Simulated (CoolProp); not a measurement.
Vapour-liquid equilibrium of R13 (1) + propylene (2) at 0.125 MPa; x and y are mole fractions of (1).

The numbers come from the multi-fluid Helmholtz-energy mixture model, Platzer 1990 and Lemmon 2013; pair parameters Bell 2016 in CoolProp. This equation is an older, rougher fit; its heat capacities, sound speeds and derivatives of the liquid may be far off and weren't checked against measurements.

```json
[
 {"x": "0.05", "bubble temperature (K)": "223.1", "y at the bubble point": "0.300", "dew temperature at overall composition x (K)": "229.2", "liquid density (mol/L)": "14.50"},
 {"x": "0.2", "bubble temperature (K)": "211.0", "y at the bubble point": "0.661", "dew temperature at overall composition x (K)": "225.7", "liquid density (mol/L)": "14.66"},
 {"x": "0.35", "bubble temperature (K)": "205.3", "y at the bubble point": "0.782", "dew temperature at overall composition x (K)": "221.8", "liquid density (mol/L)": "14.66"},
 {"x": "0.5", "bubble temperature (K)": "202.1", "y at the bubble point": "0.843", "dew temperature at overall composition x (K)": "217.1", "liquid density (mol/L)": "14.59"},
 {"x": "0.65", "bubble temperature (K)": "199.9", "y at the bubble point": "0.887", "dew temperature at overall composition x (K)": "211.5", "liquid density (mol/L)": "14.52"},
 {"x": "0.8", "bubble temperature (K)": "198.1", "y at the bubble point": "0.928", "dew temperature at overall composition x (K)": "204.4", "liquid density (mol/L)": "14.45"},
 {"x": "0.95", "bubble temperature (K)": "196.3", "y at the bubble point": "0.979", "dew temperature at overall composition x (K)": "197.3", "liquid density (mol/L)": "14.41"}
]
```

No azeotrope shows between x = 0.05 and 0.95.

The pair parameters rest on a limited set of measurements; away from them the model extrapolates.
